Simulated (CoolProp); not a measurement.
Properties of hexamethyldisiloxane (MM) along the isobar 1.62 MPa.

Model: reference Helmholtz-energy equation of state, Thol 2016, in CoolProp.

| T (°C) | phase | density (kg/m³) | cv (kJ/(kg K)) | isothermal compressibility (1/MPa) |
|---|---|---|---|---|
| 62.25 | liquid | [?] | 1.634 | 0.002897 |
| 79.85 | liquid | 703.2 | 1.679 | 0.003474 |
| 97.45 | liquid | 683.1 | 1.724 | 0.004224 |
| 115.05 | liquid | 662.1 | 1.768 | 0.005226 |
| 132.65 | liquid | 640.0 | [?] | 0.006617 |
| 150.35 | liquid | 616.2 | 1.857 | 0.008655 |
| 167.95 | liquid | 590.4 | 1.901 | 0.01181 |
| 185.55 | liquid | 561.5 | 1.945 | 0.01726 |
| 203.15 | liquid | 527.4 | 1.992 | 0.02842 |
| 220.75 | liquid | 482.5 | 2.043 | [?] |
| 238.35 | gas | 115.5 | 2.092 | 1.757 |
| 256.05 | gas | 93.05 | 2.092 | 1.099 |
| 273.65 | gas | 82.09 | 2.112 | 0.9307 |
| 291.25 | gas | [?] | 2.140 | 0.8470 |
| 308.85 | gas | 69.23 | [?] | 0.7956 |
| 326.45 | gas | 64.84 | [?] | 0.7606 |

Question: Fill in the missing entries.

Answer: 
- 62.25, density (kg/m³): 722.6
- 132.65, cv (kJ/(kg K)): 1.813
- 220.75, isothermal compressibility (1/MPa): 0.06197
- 291.25, density (kg/m³): 74.74
- 308.85, cv (kJ/(kg K)): 2.170
- 326.45, cv (kJ/(kg K)): 2.201
